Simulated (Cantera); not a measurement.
Input: 1 mol B₂O₃, 19 mol HF, at 75.0 Torr.

Equilibrium computed with Cantera from the NASA thermochemical tables; the gas is ideal and each condensed phase is pure. Candidate condensed phases: B, B₂O₃, B₃O₃H₃, H₂O; 43 gas species. Gases not in the tables: H₃BO₃. Rates play no part. All values below are at 1475 K.

Base state: HF 0.748, H₂O 0.143, BF₃ 0.0894, BOF 0.0183, HBO₂ 0.00118, H₂ 9.45e-5, O₂ 4.12e-5, B₃O₃F₃ 3.45e-5 (mole fractions); condensed: gas only.

Task: What changes in the equilibrium state with this change: pressure from 75.0 Torr to 10.0 Torr?

Result: 
```
species   before     after
-------  -------  --------
HF         0.748     0.792
H₂O        0.143     0.102
BF₃       0.0894    0.0519
BOF       0.0183    0.0510
B₃O₃F₃   3.45e-5   1.33e-5
HBO₂     0.00118   0.00222
O₂       4.12e-5   6.56e-5
OH       1.58e-5   2.48e-5
H₂       9.45e-5  0.000147
```
